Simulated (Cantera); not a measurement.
What does this Cantera script print?

```python
import numpy as np
import cantera as ct

gas_names = """
    H HO2 H2 H2O H2O2 O OH O2 O3 V VO VO2
""".split()
cond_names = """
    H2O(s) H2O(L) V(cr) V(L) VO(s) VO(L) V2O3(s) V2O3(L) V2O4(I) V2O4(II) V2O4(L) V2O5(s) V2O5(L)
""".split()


# ... load() reads the species with a 1 bar reference pressure and builds the phases ...
atoms = {
    'V': {'V': 1},
    'H2O': {'H': 2, 'O': 1},
}
top_T = {}  # K; cautious upper limits of use, not melting points


# ... equilibrate(T, P, feed) seeds the gas with the atoms and calls Mixture.equilibrate('TP', solver="vcs", rtol=1e-11, max_steps=5000) ...
results = []
feed = {'V': 1, 'H2O': 0.047}  # mol
P = 52  # Pa
for T in [1923, 1998, 2073, 2148, 2223, 2298, 2373, 2448, 2523, 2598]:
    mix = equilibrate(T, P, feed)
    results.append((T, P, feed, dict(zip(mix.species_names, mix.species_moles))))

top = {s: max(r[3][s] / sum(r[3][g] for g in gas_names) for r in results) for s in gas_names}
cols = sorted((s for s in top if top[s] > 0.0001), key=lambda s: -top[s])[:6]
seen = [c for c in cond_names if any(r[3].get(c, 0) > 1e-12 for r in results)]
print("log10 of partial pressures in bar; condensed amounts in mol")
print(f"{'T/K':>10s}" + "".join(f"{s[:9]:>10s}" for s in cols + seen))
for T, P, feed, n in results:
    ng = sum(n[g] for g in gas_names)
    print(f"{T:10.4g}" + "".join(f"{np.log10(max(n[s] / ng * P / 1e5, 1e-99)):10.3f}" for s in cols)
          + "".join(f"{n.get(c, 0):10.4g}" for c in seen))
```

It prints:

```
log10 of partial pressures in bar; condensed amounts in mol
       T/K        H2         V         H        VO       VO2       H2O     V(cr)      V(L)     VO(s)     VO(L)
      1923    -3.303    -6.164    -4.677    -6.251    -7.413    -6.942     0.953         0   0.04693         0
      1998    -3.318    -5.651    -4.454    -5.725    -6.834    -6.795    0.9528         0   0.04678         0
      2073    -3.346    -5.175    -4.253    -5.247    -6.313    -6.680    0.9524         0         0   0.04633
      2148    -3.396    -4.734    -4.078    -4.845    -5.915    -6.639    0.9512         0         0   0.04521
      2223    -3.493    -4.332    -3.940    -4.472    -5.537    -6.644         0    0.9476         0   0.04207
      2298    -3.707    -3.968    -3.872    -4.125    -5.175    -6.762         0     0.935         0   0.03121
      2373    -4.205    -3.627    -3.957    -3.980    -5.193    -7.348         0    0.8614         0         0
      2448    -5.443    -3.341    -4.423    -4.654    -6.800    -9.447         0         0         0         0
      2523    -5.671    -3.342    -4.392    -4.656    -6.774    -9.581         0         0         0         0
      2598    -5.908    -3.343    -4.374    -4.658    -6.750    -9.729         0         0         0         0
```

Equilibrium computed with Cantera from the NASA thermochemical tables; the gas is ideal and each condensed phase is pure. Each liquid is taken as pure. Mutual solubility and eutectic melting of coexisting phases are not modelled. VO: taken at fixed stoichiometry. Condensed phases not in the tables: N, O or C dissolved in the metal.
